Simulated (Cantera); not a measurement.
Cantera run, input and output.

```python
import numpy as np
import cantera as ct

gas = ct.Solution("gri30.yaml")
gas.TPX = 1423, 39000, {'H2': 0.4, 'O2': 1, 'N2': 0.98}
reactor = ct.IdealGasConstPressureReactor(gas, energy="off", clone=False)
net = ct.ReactorNet([reactor])
net.rtol, net.atol = 1e-08, 1e-18
show = ['H2', 'O2', 'NO', 'O', 'NO2', 'OH', 'N2O']
times = np.geomspace(1e-06, 2, 13)

steps = ct.SolutionArray(gas, extra=["t"])
rows = []
print(f"{'t/s':>10s}{'T/K':>9s}{'P/Pa':>11s}" + "".join(f"{s:>11s}" for s in show))
for t in times:
    while net.time < t:
        t_next = net.step()
        steps.append(gas.state, t=t_next)
    rows.append([np.interp(t, steps.t, y) for y in (steps.T, steps.P, *steps(*show).X.T)])
    print(f"{t:10.3e}{rows[-1][0]:9.1f}{rows[-1][1]:11.4g}" + "".join(f"{x:11.3e}" for x in rows[-1][2:]))
rate = np.gradient(steps.T, steps.t)
print("integrator steps:", len(steps.t))
if steps.T.max() > steps.T[0] + 200:
    print(f"time of steepest temperature rise: {steps.t[rate.argmax()]:.4e} s")
gas.TPX = 1423, 39000, {'H2': 0.4, 'O2': 1, 'N2': 0.98}
gas.equilibrate("TP")
print(f"equilibrium (TP): T = {gas.T:.1f} K  " + "  ".join(f"{s} {gas[s].X[0]:.3e}" for s in show))
```

Output:

```
       t/s      T/K       P/Pa         H2         O2         NO          O        NO2         OH        N2O
 1.000e-06   1423.0    3.9e+04  1.681e-01  4.202e-01  2.866e-18  1.605e-08  3.995e-25  1.417e-08  5.110e-15
 3.350e-06   1423.0    3.9e+04  1.681e-01  4.202e-01  1.136e-16  1.672e-07  1.496e-22  1.359e-07  4.033e-14
 1.122e-05   1423.0    3.9e+04  1.680e-01  4.201e-01  4.287e-14  1.595e-05  5.239e-19  1.274e-05  2.580e-12
 3.761e-05   1423.0    3.9e+04  1.264e-02  3.328e-01  2.298e-06  4.717e-02  5.142e-10  1.398e-02  3.842e-08
 1.260e-04   1423.0    3.9e+04  2.979e-03  3.579e-01  7.206e-06  1.099e-02  5.226e-09  6.900e-03  1.184e-07
 4.221e-04   1423.0    3.9e+04  2.549e-04  3.657e-01  7.450e-06  9.032e-04  2.571e-08  1.977e-03  1.785e-07
 1.414e-03   1423.0    3.9e+04  2.495e-05  3.667e-01  7.444e-06  9.421e-05  4.349e-08  6.467e-04  2.030e-07
 4.738e-03   1423.0    3.9e+04  3.924e-06  3.669e-01  7.454e-06  1.596e-05  3.605e-08  2.666e-04  2.097e-07
 1.587e-02   1423.0    3.9e+04  8.942e-07  3.669e-01  7.462e-06  3.791e-06  2.989e-08  1.298e-04  1.997e-07
 5.318e-02   1423.0    3.9e+04  3.571e-07  3.669e-01  7.454e-06  1.513e-06  3.879e-08  8.187e-05  1.559e-07
 1.782e-01   1423.0    3.9e+04  3.122e-07  3.669e-01  7.452e-06  1.315e-06  4.205e-08  7.631e-05  7.173e-08
 5.970e-01   1423.0    3.9e+04  3.120e-07  3.669e-01  7.453e-06  1.314e-06  4.208e-08  7.629e-05  2.592e-08
 2.000e+00   1423.0    3.9e+04  3.120e-07  3.669e-01  7.457e-06  1.314e-06  4.210e-08  7.629e-05  2.440e-08
integrator steps: 1611
equilibrium (TP): T = 1423.0 K  H2 3.122e-07  O2 3.665e-01  NO 8.247e-04  O 1.314e-06  NO2 4.653e-06  OH 7.627e-05  N2O 2.447e-08
```

Detailed kinetics in Cantera: GRI-Mech 3.0 (53 species, 325 reactions). The temperature is held fixed by assumption; the heat of reaction is taken as removed at once.
